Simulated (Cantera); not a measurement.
Input: 1 mol MgSO4, 0.023 mol C, 2.8 mol H2, equilibrated at 13300 Pa.

These are equilibrium values from Cantera (NASA tables, ideal gas, pure condensed phases), not measurements of a reactor. Candidate condensed phases: C, C6H6, C7H8, C8H18, H2O, H2SO4, Mg, MgCO3, MgO, Mg(OH)2, MgS, MgSO4, S; 130 gas species. Kinetics and transport are ignored.

**Question.** At 1700 °C, list the 7 most abundant gas species with their mole fractions, and the condensed phases.

**Answer.** H2O 0.548, H2 0.217, SO2 0.127, S2 0.0523, SO 0.0249, H2S 0.0115, SH 0.00717. Condensed: MgO(s).
